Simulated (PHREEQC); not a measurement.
Dissolve 0.049 mol/kgw H2SO4, 0.00022 mol/kgw LiCl and 0.19 mol/kgw NiSO4 at 90 °C. Closed to the air; pH follows from the charge balance.

Computed with PHREEQC (ion-association model, wateq4f.dat).

### Question
The ionic strength comes out as 0.389 mol/kgw. What activity coefficients do Ni(SO4)2-2, Li+, H+, LiSO4-, Cl- get?

### Answer
Ni(SO4)2-2 0.24, Li+ 0.69, H+ 0.75, LiSO4- 0.67, Cl- 0.63.

This is a speciation only: nothing precipitates in the calculation. At this temperature some constants are extrapolated from 25 °C, and those without enthalpy data are left unchanged.
